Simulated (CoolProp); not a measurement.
Properties of propylene glycol along the isotherm 346.85 °C.

Values from CoolProp's reference Helmholtz-energy equation of state, Eisenbach 2021.

```json
[
 {"p (bar)": "8.41", "phase": "gas", "Z": "0.9453", "Joule-Thomson coefficient (K/MPa)": "6.228", "isothermal compressibility (1/MPa)": "1.262", "expansivity (1/kK)": "2.017", "fugacity coefficient": "0.9481"},
 {"p (bar)": "16.8", "phase": "gas", "Z": "0.8838", "Joule-Thomson coefficient (K/MPa)": "7.019", "isothermal compressibility (1/MPa)": "0.6839", "expansivity (1/kK)": "2.617", "fugacity coefficient": "0.8962"},
 {"p (bar)": "25.2", "phase": "gas", "Z": "0.8120", "Joule-Thomson coefficient (K/MPa)": "…", "isothermal compressibility (1/MPa)": "0.5124", "expansivity (1/kK)": "3.626", "fugacity coefficient": "0.8438"},
 {"p (bar)": "33.7", "phase": "liquid", "Z": "0.07442", "Joule-Thomson coefficient (K/MPa)": "0.4259", "isothermal compressibility (1/MPa)": "0.009160", "expansivity (1/kK)": "3.792", "fugacity coefficient": "0.7687"},
 {"p (bar)": "42.1", "phase": "liquid", "Z": "0.09228", "Joule-Thomson coefficient (K/MPa)": "0.3867", "isothermal compressibility (1/MPa)": "0.008452", "expansivity (1/kK)": "3.578", "fugacity coefficient": "0.6268"},
 {"p (bar)": "50.5", "phase": "liquid", "Z": "0.1099", "Joule-Thomson coefficient (K/MPa)": "0.3528", "isothermal compressibility (1/MPa)": "0.007856", "expansivity (1/kK)": "3.396", "fugacity coefficient": "0.5322"},
 {"p (bar)": "58.9", "phase": "liquid", "Z": "0.1274", "Joule-Thomson coefficient (K/MPa)": "0.3231", "isothermal compressibility (1/MPa)": "0.007348", "expansivity (1/kK)": "3.238", "fugacity coefficient": "0.4647"},
 {"p (bar)": "67.3", "phase": "liquid", "Z": "0.1447", "Joule-Thomson coefficient (K/MPa)": "0.2968", "isothermal compressibility (1/MPa)": "0.006908", "expansivity (1/kK)": "3.100", "fugacity coefficient": "…"},
 {"p (bar)": "75.7", "phase": "liquid", "Z": "0.1619", "Joule-Thomson coefficient (K/MPa)": "0.2733", "isothermal compressibility (1/MPa)": "0.006522", "expansivity (1/kK)": "2.978", "fugacity coefficient": "0.3749"},
 {"p (bar)": "84.1", "phase": "liquid", "Z": "…", "Joule-Thomson coefficient (K/MPa)": "0.2521", "isothermal compressibility (1/MPa)": "0.006182", "expansivity (1/kK)": "2.869", "fugacity coefficient": "0.3435"},
 {"p (bar)": "92.5", "phase": "liquid", "Z": "…", "Joule-Thomson coefficient (K/MPa)": "0.2329", "isothermal compressibility (1/MPa)": "…", "expansivity (1/kK)": "2.771", "fugacity coefficient": "0.3179"},
 {"p (bar)": "101", "phase": "liquid", "Z": "0.2127", "Joule-Thomson coefficient (K/MPa)": "…", "isothermal compressibility (1/MPa)": "0.005604", "expansivity (1/kK)": "2.681", "fugacity coefficient": "0.2965"},
 {"p (bar)": "109", "phase": "liquid", "Z": "0.2285", "Joule-Thomson coefficient (K/MPa)": "0.2000", "isothermal compressibility (1/MPa)": "0.005370", "expansivity (1/kK)": "2.604", "fugacity coefficient": "0.2794"}
]
```

Q: Some entries are withheld; supply them.

A: 
- 25.2, Joule-Thomson coefficient (K/MPa): 8.190
- 67.3, fugacity coefficient: 0.4141
- 84.1, Z: 0.1789
- 92.5, Z: 0.1957
- 92.5, isothermal compressibility (1/MPa): 0.005879
- 101, Joule-Thomson coefficient (K/MPa): 0.2152
